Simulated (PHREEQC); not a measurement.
Acid rinse or clean: an equilibrium model

Solution (75 °C): 0.0031 mol HNO3 and 0.057 mol AlCl3 per kg of water. Closed to the air; pH follows from the charge balance.

The numbers come from PHREEQC with the ion-association model, phreeqc.dat.

No solid was allowed to form.

Problem. What pH does the model give?

Solution. pH 2.48.

Problem. In which forms is Al present?

Solution. Al+3 98 %, AlOH+2 2.1 % of the Al.

Species that the database lacks are ignored. Constants without temperature data keep their 25 °C values here.
